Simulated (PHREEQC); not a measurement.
Synthetic water in mg/L, 58 °C, pH 6.49, pe 8.3: Na 0.0377; K 9.62e-05; Ca 0.0387; Mg 0.0164; Cl 0.0217; S(6) as SO4 0.0583; Alkalinity as HCO3 0.183; Cd 0.00443; Pb 0.000557.

Valence states are taken as typed.

The numbers come from PHREEQC with the ion-association model, phreeqc.dat.

```
Quantity                       Result
--------------------  ---------------
ionic strength        7.53e-6 mol/kgw
charge-balance error            1.7 %
```

```json
[
 {"species": "HCO3-", "molality": "3.05e-6", "activity": "3.04e-6", "log γ": "-0.001"},
 {"species": "CO2", "molality": "1.91e-6", "activity": "1.91e-6", "log γ": "0.000"},
 {"species": "Na+", "molality": "1.64e-6", "activity": "1.63e-6", "log γ": "-0.001"},
 {"species": "Ca+2", "molality": "9.65e-7", "activity": "9.52e-7", "log γ": "-0.006"},
 {"species": "Mg+2", "molality": "6.74e-7", "activity": "6.65e-7", "log γ": "-0.006"},
 {"species": "Cl-", "molality": "6.12e-7", "activity": "6.10e-7", "log γ": "-0.001"},
 {"species": "SO4-2", "molality": "6.07e-7", "activity": "5.98e-7", "log γ": "-0.006"},
 {"species": "H+", "molality": "3.25e-7", "activity": "3.24e-7", "log γ": "-0.001"},
 {"species": "OH-", "molality": "2.68e-7", "activity": "2.67e-7", "log γ": "-0.001"},
 {"species": "Cd+2", "molality": "3.93e-8", "activity": "3.88e-8", "log γ": "-0.006"},
 {"species": "Pb+2", "molality": "2.50e-9", "activity": "2.47e-9", "log γ": "-0.006"},
 {"species": "K+", "molality": "2.46e-9", "activity": "2.45e-9", "log γ": "-0.001"}
]
```

This is a speciation only: nothing precipitates in the calculation. Complexes and solids missing from the database can't appear. Away from 25 °C the constants follow the database's enthalpies or fits; those with neither stay at their 25 °C values.
